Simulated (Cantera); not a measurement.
Input: 1 mol BaF2, 0.073 mol H2O, a varied amount of H2, at 1598.15 K and 220 Pa.

Cantera equilibrium calculation (NASA polynomials, part measured and part estimated; ideal gas, pure solids and liquids). Candidate condensed phases: Ba, BaF2, BaO, Ba(OH)2, H2O; 27 gas species. Equilibrium is a limit: real reactors are often held back by kinetics, nucleation or transport.

Task: At 4.4 mol H2, list the 4 most abundant gas species with their mole fractions, and the condensed phases.

Result: H2 0.886, BaF2 0.0795, H2O 0.0147, HF 0.00930. Condensed: BaF2(s).
